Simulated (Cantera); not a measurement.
A closed system holds: 1 mol SiH4, 0.017 mol Cl2, 10 mol N2, equilibrated at 1198.15 K and 1.00 mbar.

These are equilibrium values from Cantera (NASA tables, ideal gas, pure condensed phases), not measurements of a reactor. Candidate condensed phases: NH4Cl, Si, Si3N4; 28 gas species. N2 is the only nitrogen source here; it is nearly inert below about 1500 K, so the nitride shown seldom forms there in practice. The numbers say what is thermodynamically allowed, not how fast it happens.

Q: What is the equilibrium state?

A: 
```json
{
  "x(N2)": "0.822",
  "x(H2)": "0.175",
  "x(HCl)": "0.00300",
  "x(H)": "2.52e-6",
  "n(Si3N4(s))": "0.333 mol",
  "gas_amount": "11.35 mol",
  "log10 activity of Si(s) (absent)": "-2.99"
}
```
